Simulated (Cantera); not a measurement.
A closed system holds: 1 mol CaCl₂, 3.2 mol O₂, 67 mol H₂, equilibrated at 1277 °C and 0.680 Pa.

Method: chemical equilibrium by Gibbs-energy minimisation in Cantera with the NASA 1993 tables (ideal gas, pure condensed phases). Candidate condensed phases: Ca, CaCl₂, CaO, Ca(OH)₂, H₂O; 21 gas species. Condensed phases not in the tables: oxide chlorides. The numbers say what is thermodynamically allowed, not how fast it happens.

Problem. What is the equilibrium state?

Solution. 
| Quantity | Result |
|---|---|
| x(H₂) | 0.880 |
| x(H₂O) | 0.0810 |
| x(HCl) | 0.0249 |
| x(H) | 0.0113 |
| x(CaCl₂) | 0.00204 |
| x(Cl) | 0.000255 |
| x(CaCl) | 4.20e-5 |
| x(OH) | 3.51e-5 |
| x(Ca) | 1.44e-5 |
| n(CaO(s)) | 0.857 mol |
| gas amount | 68.40 mol |
| log10 activity of CaCl₂(l) (absent) | -5.35 |
| log10 activity of Ca(l) (absent) | -9.36 |
